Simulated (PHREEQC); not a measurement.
**Nickel, zinc or cadmium bath: speciation**

Dissolve 0.11 mol/kgw ZnCl2, 0.001 mol/kgw Na2SO4 and 0.00068 mol/kgw FeSO4 at 50 °C. Closed to the air; pH follows from the charge balance.

Equilibrium calculation in PHREEQC: ion-association model, wateq4f.dat.

No solid was allowed to form.

**Question.** Estimate the pH.

**Answer.** pH 4.84.

**Question.** In which forms is S present?

**Answer.** ZnSO4 58 %, SO4-2 40 %, Zn(SO4)2-2 0.5 % of the S.

Complexes and solids missing from the database can't appear. At this temperature some constants are extrapolated from 25 °C, and those without enthalpy data are left unchanged.
